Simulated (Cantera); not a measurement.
# Pyrogenic steam for wet oxidation

A perfectly stirred reactor is fed with H2 : O2 : N2 = 1.5 : 1 : 0.95 (molar parts), equivalence ratio 0.75, at 13300 Pa; it is held at 1173 K, and followed from long to short residence time.

Computed with Cantera and GRI-Mech 3.0 (53 species, 325 reactions). The temperature is held fixed by assumption; the heat of reaction is taken as removed at once.

```csv
τ (s),x H2,x O2,x HO2,x H2O,x NO
3.8,0.000300,0.0926,5.95e-6,0.555,9.81e-8
1.2,0.000646,0.0927,1.06e-5,0.554,8.61e-8
0.39,0.00135,0.0929,1.66e-5,0.553,1.05e-7
0.12,0.00288,0.0934,2.35e-5,0.551,1.80e-7
0.039,0.00581,0.0945,2.93e-5,0.546,3.42e-7
0.012,0.0118,0.0970,3.39e-5,0.535,6.77e-7
0.0039,0.0224,0.102,3.71e-5,0.514,1.21e-6
0.0012,0.0417,0.111,3.95e-5,0.470,1.90e-6
```
x: mole fraction; the columns are a selection and need not sum to one.
